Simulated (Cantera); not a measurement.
Cantera run, input and output.

```python
import numpy as np
import cantera as ct

gas = ct.Solution("SiF4_NH3_mec.yaml", "gas")
gas.TPX = 1698, 101325, {'NH3': 1, 'N2': 4.9}
reactor = ct.IdealGasConstPressureReactor(gas, energy="off", clone=False)
net = ct.ReactorNet([reactor])
net.rtol, net.atol = 1e-08, 1e-18
show = ['NH3', 'NH', 'N2H2', 'N', 'N2', 'H2', 'N2H4']
times = np.geomspace(2e-05, 3, 15)

steps = ct.SolutionArray(gas, extra=["t"])
rows = []
print(f"{'t/s':>10s}{'T/K':>9s}{'P/Pa':>11s}" + "".join(f"{s:>11s}" for s in show))
for t in times:
    while net.time < t:
        t_next = net.step()
        steps.append(gas.state, t=t_next)
    rows.append([np.interp(t, steps.t, y) for y in (steps.T, steps.P, *steps(*show).X.T)])
    print(f"{t:10.3e}{rows[-1][0]:9.1f}{rows[-1][1]:11.4g}" + "".join(f"{x:11.3e}" for x in rows[-1][2:]))
rate = np.gradient(steps.T, steps.t)
print("integrator steps:", len(steps.t))
if steps.T.max() > steps.T[0] + 200:
    print(f"time of steepest temperature rise: {steps.t[rate.argmax()]:.4e} s")
gas.TPX = 1698, 101325, {'NH3': 1, 'N2': 4.9}
gas.equilibrate("TP")
print(f"equilibrium (TP): T = {gas.T:.1f} K  " + "  ".join(f"{s} {gas[s].X[0]:.3e}" for s in show))
```

Result:

```
       t/s      T/K       P/Pa        NH3         NH       N2H2          N         N2         H2       N2H4
 2.000e-05   1698.0  1.013e+05  1.695e-01  6.675e-11  2.236e-11  5.438e-15  8.305e-01  7.250e-07  1.695e-11
 4.685e-05   1698.0  1.013e+05  1.695e-01  5.035e-10  1.593e-10  9.240e-14  8.305e-01  1.725e-06  9.980e-11
 1.098e-04   1698.0  1.013e+05  1.695e-01  3.913e-09  1.002e-09  1.570e-12  8.305e-01  4.082e-06  5.615e-10
 2.572e-04   1698.0  1.013e+05  1.695e-01  2.593e-08  6.144e-09  1.936e-11  8.305e-01  9.840e-06  3.080e-09
 6.024e-04   1698.0  1.013e+05  1.694e-01  1.142e-07  3.528e-08  9.450e-11  8.305e-01  2.653e-05  1.575e-08
 1.411e-03   1698.0  1.013e+05  1.694e-01  2.907e-07  1.317e-07  3.042e-10  8.305e-01  9.557e-05  5.463e-08
 3.306e-03   1698.0  1.013e+05  1.691e-01  3.875e-07  1.959e-07  7.384e-10  8.304e-01  3.524e-04  7.915e-08
 7.746e-03   1698.0  1.013e+05  1.686e-01  4.156e-07  1.977e-07  1.611e-09  8.303e-01  1.002e-03  7.818e-08
 1.815e-02   1698.0  1.013e+05  1.675e-01  4.637e-07  1.954e-07  3.743e-09  8.299e-01  2.515e-03  7.415e-08
 4.251e-02   1698.0  1.013e+05  1.648e-01  5.406e-07  1.900e-07  8.652e-09  8.292e-01  6.000e-03  6.739e-08
 9.960e-02   1698.0  1.013e+05  1.586e-01  6.274e-07  1.781e-07  1.755e-08  8.274e-01  1.384e-02  5.811e-08
 2.333e-01   1698.0  1.013e+05  1.456e-01  6.793e-07  1.546e-07  2.797e-08  8.238e-01  3.054e-02  4.686e-08
 5.466e-01   1698.0  1.013e+05  1.209e-01  6.577e-07  1.150e-07  3.452e-08  8.168e-01  6.223e-02  3.312e-08
 1.281e+00   1698.0  1.013e+05  8.339e-02  5.473e-07  6.414e-08  3.421e-08  8.062e-01  1.104e-01  1.778e-08
 3.000e+00   1698.0  1.013e+05  4.360e-02  3.678e-07  2.288e-08  2.705e-08  7.949e-01  1.614e-01  6.055e-09
integrator steps: 1033
equilibrium (TP): T = 1698.0 K  NH3 3.288e-06  NH 4.742e-11  N2H2 5.514e-14  N 4.678e-12  N2 7.826e-01  H2 2.173e-01  N2H4 5.768e-17
```

Model: the gas-phase N/H chemistry of the illustrative SiF4/NH3 mechanism in the Surface Chemkin manual (1991), integrated in Cantera. Walls and surfaces, which speed up NH3 decomposition in real reactors, are not modelled.
